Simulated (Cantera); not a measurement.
An adiabatic, constant-pressure homogeneous reactor starts with H2 : O2 : N2 = 1 : 0.562 : 2.11 (molar parts), at 1423 K and 0.987 atm. Integrator tolerance rtol = 1e-08.

Model: the H2/O2 subset of GRI-Mech 3.0, which has no nitrogen chemistry, integrated in Cantera.

Q: What does this change do: initial temperature 1423 to 1398 K?

A: 
| quantity | before | after |
|---|---|---|
| time of steepest temperature rise | 17.1 µs | 18.7 µs |
| temperature at 0.300 s | 2802 K | 2794 K |
| equilibrium temperature | 2802 K | 2794 K |
| x(H2) at 0.300 s | 0.0332 (gas-phase equilibrium 0.0332) | 0.0325 (gas-phase equilibrium 0.0325) |
| x(O2) at 0.300 s | 0.0268 (gas-phase equilibrium 0.0268) | 0.0266 (gas-phase equilibrium 0.0266) |
| x(H2O2) at 0.300 s | 5.07e-7 (gas-phase equilibrium 5.07e-7) | 5.01e-7 (gas-phase equilibrium 5.01e-7) |
| x(HO2) at 0.300 s | 9.64e-6 (gas-phase equilibrium 9.64e-6) | 9.46e-6 (gas-phase equilibrium 9.46e-6) |
| x(OH) at 0.300 s | 0.0315 (gas-phase equilibrium 0.0315) | 0.0309 (gas-phase equilibrium 0.0309) |
| x(H) at 0.300 s | 0.0151 (gas-phase equilibrium 0.0151) | 0.0145 (gas-phase equilibrium 0.0145) |
